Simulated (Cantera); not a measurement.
# Chemical vapour transport: MgO + Br2 + N2

A closed system holds: 1 mol MgO, 0.94 mol Br2, 2.1 mol N2, at 975 Torr.

These are equilibrium values from Cantera (NASA tables, ideal gas, pure condensed phases), not measurements of a reactor. Candidate condensed phases: Br2, Mg, MgBr2, MgO; 17 gas species. Kinetics and transport are ignored.

From 925 °C to 1150 °C the condensed part is MgO(s). The main Mg-bearing gas is MgBr2 throughout.

```csv
T (°C),x N2,x Br2,x Br,x MgBr2,x O2,n MgO(s)
925,0.684,0.296,0.0193,0.000245,0.000120,0.999
950,0.683,0.293,0.0235,0.000347,0.000170,0.999
975,0.681,0.290,0.0284,0.000485,0.000238,0.999
1000,0.679,0.286,0.0340,0.000667,0.000327,0.998
1025,0.677,0.282,0.0404,0.000904,0.000444,0.997
1050,0.674,0.277,0.0476,0.00121,0.000593,0.996
1075,0.671,0.271,0.0556,0.00160,0.000783,0.995
1100,0.668,0.265,0.0646,0.00208,0.00102,0.993
1125,0.664,0.257,0.0744,0.00268,0.00131,0.992
1150,0.660,0.250,0.0851,0.00340,0.00167,0.989
```
x: gas mole fraction; n: condensed amount in mol.
